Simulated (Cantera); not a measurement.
Mixture: 2.48 % C3H8, 13.2 % O2, 84.3 % N2, at 4.93 atm, adiabatic and at constant volume. Ignition delay is the time to a rise of 400 K.

Detailed kinetics in Cantera: GRI-Mech 3.0 (53 species, 325 reactions). GRI-Mech 3.0 was tuned for natural gas; its chemistry of propane as a main component is partial and can be far from experiment.

Problem. Predict: delay at 1098 K; delay at 1148 K; delay at 1198 K; delay at 1248 K; delay at 1298 K; delay at 1348 K; apparent activation energy between 1248 and 1348 K.

Solution. delay at 1098 K: 27.9 ms
delay at 1148 K: 9.98 ms
delay at 1198 K: 3.68 ms
delay at 1248 K: 1.43 ms
delay at 1298 K: 0.592 ms
delay at 1348 K: 0.266 ms
apparent activation energy between 1248 and 1348 K: 230 kJ/mol
